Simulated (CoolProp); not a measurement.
Computed with CoolProp (reference Helmholtz-energy equation of state, Thol 2017).

Task: For octamethyltrisiloxane (MDM), give the phase and the Z, speed of sound (m/s), fugacity coefficient at 481.4 K and 1.26 MPa; 481.4 K and 1.98 MPa.

Result: 
- 481.4 K and 1.26 MPa: liquid; Z 0.123, speed of sound 362, fugacity coefficient 0.262
- 481.4 K and 1.98 MPa: liquid; Z 0.191, speed of sound 381, fugacity coefficient 0.178
